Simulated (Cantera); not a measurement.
Thermodynamics of fluorocarbon and chlorocarbon gases, feed CH₃Cl

Input: 1 mol CH₃Cl, held at 210 Torr.

Equilibrium computed with Cantera from the NASA thermochemical tables; the gas is ideal and each condensed phase is pure. Candidate condensed phases: C, C₆H₆, C₇H₈, C₈H₁₈; 91 gas species. The tables' values for CCl are old estimates; treat these amounts as uncertain. Rates play no part.

```tsv
T (K)	x H₂	x HCl	x H	x Cl	x C₂H₂ (acetylene)	x C₃	x C₂H	x C₄H₂	n C(graphite)
1875	0.499	0.499	0.000875	0.000662	0.000158	3.69e-12	3.30e-9	1.99e-8	0.999
1975	0.499	0.498	0.00183	0.00136	0.000324	5.30e-11	2.04e-8	8.43e-8	0.999
2075	0.497	0.496	0.00355	0.00261	0.000617	5.86e-10	1.05e-7	3.09e-7	0.997
2175	0.495	0.492	0.00649	0.00471	0.00111	5.17e-9	4.68e-7	1.00e-6	0.995
2275	0.492	0.487	0.0113	0.00805	0.00187	3.74e-8	1.82e-6	2.92e-6	0.992
2375	0.486	0.479	0.0186	0.0131	0.00302	2.28e-7	6.26e-6	7.71e-6	0.987
2475	0.478	0.467	0.0294	0.0203	0.00465	1.20e-6	1.95e-5	1.87e-5	0.980
2575	0.467	0.451	0.0447	0.0303	0.00687	5.51e-6	5.51e-5	4.18e-5	0.970
2675	0.452	0.429	0.0656	0.0434	0.00973	2.25e-5	0.000143	8.69e-5	0.957
2775	0.431	0.402	0.0929	0.0598	0.0132	8.27e-5	0.000345	0.000169	0.938
2875	0.406	0.368	0.127	0.0794	0.0173	0.000277	0.000773	0.000307	0.913
2975	0.375	0.330	0.169	0.101	0.0217	0.000852	0.00162	0.000522	0.878
3075	0.338	0.287	0.217	0.125	0.0260	0.00243	0.00319	0.000833	0.826
3175	0.295	0.241	0.270	0.148	0.0297	0.00647	0.00589	0.00124	0.741
```
x: gas mole fraction; n: condensed amount in mol.

From 1875 K to 3175 K the condensed part is C(graphite). The main C-bearing gas is C₂H₂ (acetylene) throughout.
